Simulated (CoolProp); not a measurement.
The fluid at 293.15 K and 16 MPa is throttled through a valve to 0.611 MPa with no heat exchange. The same conditions are run with several fluids, on thermodynamics alone (safety and materials aside).

Values from CoolProp's reference Helmholtz-energy equation of state of each fluid (CH2F2 (R32): Tillner-Roth 1997; R227EA: Lemmon 2016; hydrogen chloride: Thol 2018; isohexane: Lemmon 2006; R114: Platzer 1990). The equations of Platzer and Polt are older, rougher fits.

Problem. Rank CH2F2 (R32), R227EA, hydrogen chloride, isohexane, R114 by temperature change (K), highest first.

Solution. isohexane (+6.5), R114 (+4.9), R227EA (+2.7), CH2F2 (R32) (-28.6), hydrogen chloride (-66.1)

```json
[
 {"fluid": "CH2F2 (R32)", "final phase": "two-phase, vapour fraction 0.155", "final density (kg/m³)": "99.2"},
 {"fluid": "R227EA", "final phase": "liquid", "final density (kg/m³)": "1400"},
 {"fluid": "hydrogen chloride", "final phase": "two-phase, vapour fraction 0.305", "final density (kg/m³)": "41.7"},
 {"fluid": "isohexane", "final phase": "liquid", "final density (kg/m³)": "648"},
 {"fluid": "R114", "final phase": "liquid", "final density (kg/m³)": "1460"}
]
```
